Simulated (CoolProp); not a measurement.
Vapour-liquid equilibrium of acetone (1) + n-nonane (2) at 187.25 °C; x and y are mole fractions of (1).

Model: multi-fluid Helmholtz-energy mixture model, Lemmon 2006 and Lemmon 2006; pair parameters Bell 2016, in CoolProp.

Q: Give the bubble pressure and the first vapour's composition at x = 0.05, 0.8, 0.95. Is there an azeotrope?

A: x = 0.05: 402.1 kPa, y = 0.385; x = 0.8: 1843 kPa, y = 0.923; x = 0.95: 2134 kPa, y = 0.979. No azeotrope shows between x = 0.05 and 0.95.

Pair parameters are fitted to limited data, so mixtures are less certain than the pure fluids.
